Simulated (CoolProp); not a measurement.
Values from CoolProp's reference Helmholtz-energy equation of state, Tillner-Roth 1997.

Question: Give the vapour pressure (kPa), liquid cp (kJ/(kg K)), surface tension (mN/m), liquid viscosity (µPa s) of saturated CH2F2 (R32) at 251.4, 256.7 K.

Answer: 
| T (K) | p (kPa) | liquid cp (kJ/(kg K)) | surface tension (mN/m) | liquid viscosity (µPa s) |
|---|---|---|---|---|
| 251.4 | 380 | 1.66 | 14.9 | 200 |
| 256.7 | 463 | 1.67 | 13.9 | 187 |

Viscosity comes from a separate model (Bell 2016), an estimate that may be off by 10 % or more. Surface tension comes from a separate correlation (Mulero 2012).
